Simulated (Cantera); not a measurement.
Source: NASA polynomial tables (part measured, part estimated), evaluated in Cantera. Values are per mole of reaction as written; species without (g) are pure solids or liquids, kept so even where they would boil at 1 bar.

### Question
Between 1173 and 1773 K, where is each reaction favourable under standard conditions?
- N2(g) + 2 BaO ⇌ 2 Ba + 2 NO(g)

### Answer
- N2(g) + 2 BaO ⇌ 2 Ba + 2 NO(g): ΔG° is 1035 kJ at 1173 K and 904 kJ at 1773 K; it stays positive (K < 1). ΔH° is 1288 kJ and ΔS° 216 J/K at 1773 K.
